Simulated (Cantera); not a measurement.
Feed: 1 mol BCl3, 8.9 mol H2O, 1.1 mol N2, at 1525 K and 750 Torr.

These are equilibrium values from Cantera (NASA tables, ideal gas, pure condensed phases), not measurements of a reactor. Candidate condensed phases: B, BN, B2O3, B3O3H3, H2O, NH4Cl; 49 gas species. Gases not in the tables: H3BO3. Kinetics and transport are ignored.

Base state: H2O 0.621, HCl 0.258, N2 0.0946, HBO2 0.0238, (HBO2)3 0.00213, Cl 0.000300, H2 0.000266, O2 3.77e-5 (mole fractions); condensed: B2O3(l).

What changes in the equilibrium state with this change: H2O from 8.9 to 0.5 mol?


| species | before | after |
|---|---|---|
| N2 | 0.0946 | 0.397 |
| HCl | 0.258 | 0.360 |
| BCl3 | 7.16e-9 | 0.181 |
| H2O | 0.621 | 1.38e-5 |
| B3O3Cl3 | 2.51e-9 | 0.0592 |
| HBO2 | 0.0238 | 0.000108 |
| (HBO2)3 | 0.00213 | <1e-9 |
| O2 | 3.77e-5 | <1e-9 |
| OH | 2.80e-5 | <1e-9 |
| B2O3(l), mol | 0.324 | 0 |
The tables' values for BOCl, BCl2 are old estimates; treat these amounts as uncertain.
